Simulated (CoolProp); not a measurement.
Model: reference Helmholtz-energy equation of state, Span 1996, in CoolProp.

Task: Give the vapour pressure (MPa), vapour density (kg/m³), liquid viscosity (µPa s) of saturated carbon dioxide at -17.15 °C.

Result: 
```csv
T (°C),p (MPa),vapour density (kg/m³),liquid viscosity (µPa s)
-17.15,2.15,56.7,133
```

Viscosity comes from a separate model (Laesecke 2017).
